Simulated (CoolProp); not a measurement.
Vapour-liquid equilibrium of cyclohexane (1) + dimethyl carbonate (2) at 6.78 bar; x and y are mole fractions of (1).

The numbers come from the multi-fluid Helmholtz-energy mixture model, Zhou 2014 and Zhou 2011; pair parameters Bell 2016 in CoolProp.

```json
[
 {"x": "0.05", "bubble temperature (°C)": "160.2", "y at the bubble point": "0.113", "dew temperature at overall composition x (°C)": "162.4", "liquid density (mol/L)": "9.437"},
 {"x": "0.125", "bubble temperature (°C)": "156.0", "y at the bubble point": "0.237", "dew temperature at overall composition x (°C)": "159.8", "liquid density (mol/L)": "9.266"},
 {"x": "0.2", "bubble temperature (°C)": "153.0", "y at the bubble point": "0.326", "dew temperature at overall composition x (°C)": "157.2", "liquid density (mol/L)": "9.085"},
 {"x": "0.275", "bubble temperature (°C)": "151.1", "y at the bubble point": "0.393", "dew temperature at overall composition x (°C)": "154.7", "liquid density (mol/L)": "8.902"},
 {"x": "0.35", "bubble temperature (°C)": "149.8", "y at the bubble point": "0.445", "dew temperature at overall composition x (°C)": "152.3", "liquid density (mol/L)": "8.722"},
 {"x": "0.425", "bubble temperature (°C)": "149.0", "y at the bubble point": "0.489", "dew temperature at overall composition x (°C)": "150.3", "liquid density (mol/L)": "8.550"},
 {"x": "0.5", "bubble temperature (°C)": "148.6", "y at the bubble point": "0.528", "dew temperature at overall composition x (°C)": "148.9", "liquid density (mol/L)": "8.389"},
 {"x": "0.575", "bubble temperature (°C)": "148.5", "y at the bubble point": "0.567", "dew temperature at overall composition x (°C)": "148.5", "liquid density (mol/L)": "8.238"},
 {"x": "0.65", "bubble temperature (°C)": "148.8", "y at the bubble point": "0.607", "dew temperature at overall composition x (°C)": "149.4", "liquid density (mol/L)": "8.099"},
 {"x": "0.725", "bubble temperature (°C)": "149.4", "y at the bubble point": "0.653", "dew temperature at overall composition x (°C)": "151.1", "liquid density (mol/L)": "7.969"},
 {"x": "0.8", "bubble temperature (°C)": "150.7", "y at the bubble point": "0.710", "dew temperature at overall composition x (°C)": "153.4", "liquid density (mol/L)": "7.846"},
 {"x": "0.875", "bubble temperature (°C)": "152.9", "y at the bubble point": "0.786", "dew temperature at overall composition x (°C)": "155.9", "liquid density (mol/L)": "7.724"},
 {"x": "0.95", "bubble temperature (°C)": "156.6", "y at the bubble point": "0.896", "dew temperature at overall composition x (°C)": "158.6", "liquid density (mol/L)": "7.595"}
]
```

y crosses x between x = 0.5 and 0.575: the model has an azeotrope there.

The pair parameters rest on a limited set of measurements; away from them the model extrapolates.
